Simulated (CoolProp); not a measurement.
The fluid at 581.74 K and 1.07 MPa expands adiabatically to 0.171 MPa with isentropic efficiency 0.85. The same conditions are run with several fluids, on thermodynamics alone (safety and materials aside).

Model: reference Helmholtz-energy equation of state of each fluid (cyclohexane: Zhou 2014; ammonia: Gao 2020; o-xylene: Zhou 2012; ethanol: Schroeder 2014; normal hydrogen: Leachman 2009), in CoolProp.

Question: Rank cyclohexane, ammonia, o-xylene, ethanol, normal hydrogen by work (kJ/kg), highest first.

Answer: normal hydrogen (2920), ammonia (369), ethanol (149), cyclohexane (82.7), o-xylene (63.0)

| fluid | final temperature (K) | final density (kg/m³) |
|---|---|---|
| cyclohexane | 544.2 | 3.23 |
| ammonia | 429.7 | 0.819 |
| o-xylene | 542.6 | 4.14 |
| ethanol | 509.5 | 1.88 |
| normal hydrogen | 380.9 | 0.109 |
